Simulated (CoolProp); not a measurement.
Propane along the isotherm 36.45 °C: Z from the reference equation and from simpler models built on Tc = 96.7 °C, pc = 42.51 bar, ω = 0.152; each cubic takes its own stable root.

Values from CoolProp's reference Helmholtz-energy equation of state, Lemmon 2009.

```tsv
p (bar)	phase	reference	Redlich-Kwong	Peng-Robinson
7.97	gas	0.8751	0.8840	0.8711
15.9	liquid	0.05735	0.06508	0.05568
23.9	liquid	0.08565	0.09645	0.08281
31.9	liquid	0.1136	0.1271	0.1095
39.9	liquid	0.1413	0.1572	0.1357
47.8	liquid	0.1685	0.1864	0.1612
55.8	liquid	0.1957	0.2154	0.1868
63.8	liquid	0.2227	0.2441	0.2120
```
